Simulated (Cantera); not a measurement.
Stirred combustor or abatement burner

A perfectly stirred reactor is fed with CH4 : O2 : N2 = 1 : 3.45 : 13 (molar parts), at 0.484 atm; it is adiabatic with a 375 K inlet, and is followed from long to short residence time, starting on the burning branch (τ in s: 0.13, 0.035, 0.0098, 0.0027, 0.00076, 0.00021, 5.9e-05, 1.7e-05, 4.6e-06).

Computed with Cantera and GRI-Mech 3.0 (53 species, 325 reactions).

| τ (s) | T (K) | x CH4 | x O2 | x CH2CO | x NO2 | x OH |
|---|---|---|---|---|---|---|
| 0.13 | 1677 | 1.48e-5 | 0.0829 | 9.85e-10 | 9.76e-9 | 0.00130 |
| 0.035 | 1665 | 3.37e-5 | 0.0831 | 2.89e-9 | 5.85e-9 | 0.00191 |
| 0.0098 | 1641 | 7.70e-5 | 0.0835 | 8.04e-9 | 3.52e-9 | 0.00264 |
| 0.0027 | 1593 | 0.000196 | 0.0850 | 2.63e-8 | 2.29e-9 | 0.00330 |
| 0.00076 | 1502 | 0.000672 | 0.0899 | 1.49e-7 | 1.27e-9 | 0.00327 |
| 0.00021 | 375 | 0.0573 | 0.198 | <1e-12 | <1e-12 | <1e-12 |
| 5.9e-5 | 375 | 0.0573 | 0.198 | <1e-12 | <1e-12 | <1e-12 |
| 1.7e-5 | 375 | 0.0573 | 0.198 | <1e-12 | <1e-12 | <1e-12 |
| 4.6e-6 | 375 | 0.0573 | 0.198 | <1e-12 | <1e-12 | <1e-12 |
x: mole fraction; the columns are a selection and need not sum to one.
